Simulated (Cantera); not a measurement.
A Cantera script and what it prints.

```python
import numpy as np
import cantera as ct

gas_names = """
    H HNO HNO2 HNO3 HO2 H2 H2O H2O2 N NH NH2 NH3 NH2OH NO NO2 NO3 N2 N2H2 N2H4 N2O O OH O2 O3 V VN VO
    VO2
""".split()
cond_names = """
    H2O(s) H2O(L) V(cr) V(L) VN(s) VO(s) VO(L) V2O3(s) V2O3(L) V2O4(I) V2O4(II) V2O4(L) V2O5(s) V2O5(L)
""".split()


# ... load() reads the species with a 1 bar reference pressure and builds the phases ...
atoms = {
    'V2O5': {'V': 2, 'O': 5},
    'H2': {'H': 2},
    'N2': {'N': 2},
}
top_T = {'VN(s)': 2300}  # K; cautious upper limits of use, not melting points


# ... equilibrate(T, P, feed) seeds the gas with the atoms and calls Mixture.equilibrate('TP', solver="vcs", rtol=1e-11, max_steps=5000) ...
results = []
feed = {'V2O5': 1, 'H2': 0.31, 'N2': 0.33}  # mol
T = 948  # K
P = 20  # Pa
mix = equilibrate(T, P, feed)
results.append((T, P, feed, dict(zip(mix.species_names, mix.species_moles))))
print(gas.report(threshold=0.0001))
for i in range(1, mix.n_phases):
    print(f"{mix.phase(i).name:16s} {mix.phase_moles(i):12.5e} mol")
```

Result:

```
       temperature   948 K
          pressure   20 Pa
           density   6.6638e-05 kg/m^3
  mean mol. weight   26.263 kg/kmol
   phase of matter   gas

                          1 kg             1 kmol
                     ---------------   ---------------
          enthalpy       -2.0808e+06       -5.4648e+07  J
   internal energy        -2.381e+06        -6.253e+07  J
           entropy             11919        3.1303e+05  J/K
    Gibbs function        -1.338e+07        -3.514e+08  J
 heat capacity c_p            1361.7             35763  J/K
 heat capacity c_v            1045.1             27448  J/K

                      mass frac. Y      mole frac. X     chem. pot. / RT
                     ---------------   ---------------   ---------------
               H2O           0.21589           0.31472           -65.053
                N2           0.35736           0.33502           -34.336
                O2           0.42674           0.35025           -35.988
     [  +25 minor]        1.6936e-05        1.5102e-05

V(cr)             0.00000e+00 mol
VN(s)             0.00000e+00 mol
VO(s)             0.00000e+00 mol
V2O3(s)           0.00000e+00 mol
V2O4(II)          1.00000e+00 mol
V2O5(L)           0.00000e+00 mol
```

Equilibrium computed with Cantera from the NASA thermochemical tables; the gas is ideal and each condensed phase is pure. Condensed phases not in the tables: the oxides between V2O3 and V2O5 other than VO2.
